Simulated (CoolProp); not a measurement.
The numbers come from the reference Helmholtz-energy equation of state, Thol 2012 in CoolProp.

Problem. For benzene, give the phase and the density (kg/m³), isothermal compressibility (1/MPa), viscosity (µPa s), fugacity coefficient at 617.8 K and 0.896 MPa.

Solution. 
- 617.8 K and 0.896 MPa: gas; density 14.3, isothermal compressibility 1.17, viscosity 15.6, fugacity coefficient 0.955

Viscosity comes from a separate model (Avgeri 2014).
